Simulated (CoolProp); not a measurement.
Hexamethyldisiloxane (MM) along the isotherm 551.6 K: fugacity coefficient from the reference equation and from simpler models built on Tc = 518.7 K, pc = 1.931 MPa, ω = 0.418; each cubic takes its own stable root.

The numbers come from the reference Helmholtz-energy equation of state, Thol 2016 in CoolProp.

```
p (MPa)          phase  reference  van der Waals  Redlich-Kwong
-------  -------------  ---------  -------------  -------------
0.0611             gas     0.9909         0.9919         0.9910
0.0951             gas     0.9859         0.9874         0.9860
0.148              gas     0.9781         0.9805         0.9783
0.231              gas     0.9659         0.9695         0.9662
0.359              gas     0.9472         0.9527         0.9476
0.559              gas     0.9182         0.9265         0.9189
0.87               gas     0.8740         0.8859         0.8749
1.36               gas     0.8061         0.8219         0.8069
2.11     supercritical     0.7062         0.7205         0.7039
3.29     supercritical     0.5590         0.5609         0.5495
5.12     supercritical     0.4240         0.4427         0.4225
7.97     supercritical     0.3394         0.3774         0.3430
12.4     supercritical     0.2977         0.3625         0.3043
19.3     supercritical     0.2997         0.4162         0.3078
```
